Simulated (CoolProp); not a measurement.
Dimethyl carbonate along the isotherm 86.45 °C: Z from the reference equation and from simpler models built on Tc = 283.9 °C, pc = 4.909 MPa, ω = 0.346; each cubic takes its own stable root.

Computed with CoolProp (reference Helmholtz-energy equation of state, Zhou 2011).

```tsv
p (MPa)	phase	reference
0.155	liquid	0.004768
0.228	liquid	0.007013
0.334	liquid	0.01027
0.491	liquid	0.01510
0.721	liquid	0.02216
1.06	liquid	0.03257
1.55	liquid	0.04758
2.28	liquid	0.06992
3.34	liquid	0.1023
4.91	liquid	0.1500
7.21	liquid	0.2196
10.6	liquid	0.3213
15.5	liquid	0.4670
22.8	liquid	0.6810
33.4	liquid	0.9863
49.1	liquid	1.428
```

How far does each simpler model (Redlich-Kwong, Soave-Redlich-Kwong) lie from the reference over these 16 states: mean and median of the absolute difference, and the worst?


- Redlich-Kwong: mean 1270.9 %, median 16.9 %, worst +20090.9 % at 86.45 °C and 0.155 MPa
- Soave-Redlich-Kwong: mean 11.6 %, median 11.8 %, worst +11.9 % at 86.45 °C and 0.155 MPa

At some of these states Redlich-Kwong gives the other phase, because its saturation line lies elsewhere.
